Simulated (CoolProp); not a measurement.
R114 along the isobar 7120 kPa: Z from the reference equation and from simpler models built on Tc = 420.6 K, pc = 3352 kPa, ω = 0.252; each cubic takes its own stable root.

The numbers come from the reference Helmholtz-energy equation of state, Platzer 1990 in CoolProp. This equation is an older, rougher fit; its heat capacities, sound speeds and derivatives of the liquid may be far off and weren't checked against measurements.

```json
[
 {"T (K)": "335.7", "phase": "liquid", "reference": "0.3172"},
 {"T (K)": "348.9", "phase": "liquid", "reference": "0.3148"},
 {"T (K)": "362.2", "phase": "liquid", "reference": "0.3137"},
 {"T (K)": "375.4", "phase": "liquid", "reference": "0.3142"},
 {"T (K)": "388.6", "phase": "liquid", "reference": "0.3165"},
 {"T (K)": "401.9", "phase": "liquid", "reference": "0.3214"},
 {"T (K)": "415.1", "phase": "liquid", "reference": "0.3295"},
 {"T (K)": "428.4", "phase": "supercritical", "reference": "0.3426"},
 {"T (K)": "441.6", "phase": "supercritical", "reference": "0.3634"},
 {"T (K)": "454.8", "phase": "supercritical", "reference": "0.3958"},
 {"T (K)": "468.1", "phase": "supercritical", "reference": "0.4436"},
 {"T (K)": "481.3", "phase": "supercritical", "reference": "0.5018"},
 {"T (K)": "494.6", "phase": "supercritical", "reference": "0.5607"}
]
```

**Question.** How far does each simpler model (van der Waals, Redlich-Kwong, Soave-Redlich-Kwong, Peng-Robinson) lie from the reference over these 13 states: mean and median of the absolute difference, and the worst?

**Answer.** 
- van der Waals: mean 30.0 %, median 36.1 %, worst +47.1 % at 335.7 K and 7120 kPa
- Redlich-Kwong: mean 6.5 %, median 7.4 %, worst +9.0 % at 415.1 K and 7120 kPa
- Soave-Redlich-Kwong: mean 7.8 %, median 8.4 %, worst +12.0 % at 454.8 K and 7120 kPa
- Peng-Robinson: mean 4.4 %, median 3.6 %, worst -8.4 % at 335.7 K and 7120 kPa
